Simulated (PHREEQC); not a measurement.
Dissolve 0.065 mol/kgw HF, 0.099 mol/kgw (CH3)4NF, 0.0014 mol/kgw (NH4)2SiF6 and 0.013 mol/kgw H2SO4 at 25 °C. Closed to the air; pH follows from the charge balance.

All values are PHREEQC results (ion-association model, wateq4f.dat), not measurements.

```json
[
 {"quantity": "pH", "before": "3.06", "after": "1.72"},
 {"quantity": "ionic strength (mol/kgw)", "before": "0.117", "after": "0.0318"},
 {"quantity": "F- (mol/kgw)", "before": "0.0607", "after": "0.00209"},
 {"quantity": "HF (mol/kgw)", "before": "0.0578", "after": "0.0493"},
 {"quantity": "HF2- (mol/kgw)", "before": "0.0138", "after": "0.000398"},
 {"quantity": "SO4-2 (mol/kgw)", "before": "0.0124", "after": "0.00605"}
]
```

Q: Which change was made?
A. (NH4)2SiF6 left out
B. diluted 100-fold with water
C. (CH3)4NF from 0.099 to 0.0495 mol/kgw
D. (CH3)4NF left out

A: D, (CH3)4NF left out

This is a speciation only: nothing precipitates in the calculation. (CH3)4N+ isn't in the database: it is added as a free cation with an ion size of 4 Å. wateq4f.dat counts part of the HF as a dimer, H2F2, which phreeqc.dat doesn't know; its constant is uncertain. SiF6-2 is the database's only silicon fluoride.
